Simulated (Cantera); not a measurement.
A perfectly stirred reactor is fed with 23.7 % CH4, 71.1 % H2O, 5.21 % H2, at 1.70 bar; it is held at 1975 K, and followed from long to short residence time.

Model: GRI-Mech 3.0 (53 species, 325 reactions), integrated in Cantera.

Problem. Predict: x(CH4) at τ = 2.70 s; x(H2O) at τ = 2.70 s; x(H2) at τ = 2.70 s; x(O) at τ = 2.70 s; x(CH3) at τ = 2.70 s; x(CH4) at τ = 67.0 ms; x(H2O) at τ = 67.0 ms; x(H2) at τ = 67.0 ms; x(O) at τ = 67.0 ms; x(CH3) at τ = 67.0 ms.

Solution. 
```
Property                 Result
---------------------  --------
x(CH4) at τ = 2.70 s   0.000713
x(H2O) at τ = 2.70 s      0.305
x(H2) at τ = 2.70 s       0.534
x(O) at τ = 2.70 s      4.35e-8
x(CH3) at τ = 2.70 s    2.01e-5
x(CH4) at τ = 67.0 ms    0.0106
x(H2O) at τ = 67.0 ms     0.340
x(H2) at τ = 67.0 ms      0.500
x(O) at τ = 67.0 ms     4.67e-8
x(CH3) at τ = 67.0 ms  0.000308
```
